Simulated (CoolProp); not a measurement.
A simple Rankine cycle with trans-2-butene: condensing at 297.15 K, boiler at 0.889 MPa, turbine inlet 363.2 K, turbine efficiency 0.75, pump efficiency 0.7, no recuperator. Each further row changes one setting.

Values from CoolProp's reference Helmholtz-energy equation of state, Lemmon 2005. It is a short technical equation, of lower accuracy than the large ones.

```tsv
case	thermal efficiency (%)	net work (kJ/kg)	heat in (kJ/kg)	turbine exit temperature (K)	volume ratio over the turbine
as stated	9.4	44.9	475	325.2	3.93
turbine inlet 383.2 K	9.4	48.7	517	346.3	3.87
condensing temperature 289.15 K	10.8	53.4	494	319.0	5.06
boiler pressure 0.622 MPa	7.2	35.1	485	336.6	2.70
turbine efficiency 0.65	8.1	38.7	475	328.8	3.98
```
